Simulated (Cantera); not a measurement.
An isothermal, constant-pressure homogeneous reactor starts with H2 : O2 : N2 = 1.7 : 1 : 2.8 (molar parts), at 1100 K and 0.375 atm. Integrator tolerance rtol = 1e-08.

Computed with Cantera and GRI-Mech 3.0 (53 species, 325 reactions). The temperature is held fixed by assumption; the heat of reaction is taken as removed at once.

Q: What does this change do: temperature 1100 to 875 K?

A: 
```tsv
quantity	before	after
x(H2) at 40.0 s	4.38e-9 (gas-phase equilibrium 4.38e-9)	0.0135 (gas-phase equilibrium 4.14e-12)
x(O2) at 40.0 s	0.0323 (gas-phase equilibrium 0.0322)	0.0387 (gas-phase equilibrium 0.0323)
x(O) at 40.0 s	7.35e-10 (gas-phase equilibrium 7.32e-10)	1.24e-8 (gas-phase equilibrium <1e-12)
x(OH) at 40.0 s	1.04e-6 (gas-phase equilibrium 1.04e-6)	2.07e-8 (gas-phase equilibrium 1.08e-8)
x(NO) at 40.0 s	3.69e-6 (gas-phase equilibrium 2.93e-5)	1.18e-9 (gas-phase equilibrium 2.24e-6)
x(H) at 40.0 s	2.80e-12 (gas-phase equilibrium 2.79e-12)	3.46e-8 (gas-phase equilibrium <1e-12)
```
Below about 950 K walls govern HO2 and H2O2 in real vessels.
